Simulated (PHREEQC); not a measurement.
Make-up at 25 °C: 1.2 mmol/kgw HF, 0.26 mmol/kgw NH4F and 1 mmol/kgw H2SiF6. Closed to the air; pH follows from the charge balance.

The numbers come from PHREEQC with the ion-association model, wateq4f.dat.

pH: 2.71
ionic strength: 0.00307 mol/kgw
total alkalinity: -7.20 meq/kg

```json
[
 {"species": "HF", "molality": "0.00205", "activity": "0.00205", "log γ": "0.000"},
 {"species": "H+", "molality": "0.00204", "activity": "0.00193", "log γ": "-0.024"},
 {"species": "SiF6-2", "molality": "0.000771", "activity": "0.000607", "log γ": "-0.104"},
 {"species": "F-", "molality": "0.000753", "activity": "0.000708", "log γ": "-0.027"},
 {"species": "NH4+", "molality": "0.000260", "activity": "0.000245", "log γ": "-0.026"},
 {"species": "H4SiO4", "molality": "0.000229", "activity": "0.000229", "log γ": "0.000"},
 {"species": "H2F2", "molality": "1.09e-5", "activity": "1.10e-5", "log γ": "0.000"},
 {"species": "HF2-", "molality": "5.92e-6", "activity": "5.57e-6", "log γ": "-0.027"}
]
```

Precipitation was switched off in this run. Saturation is exceeded, for instance for Quartz (slow to form); the values hold only as long as no solid forms. SiF6-2 is the database's only silicon fluoride.
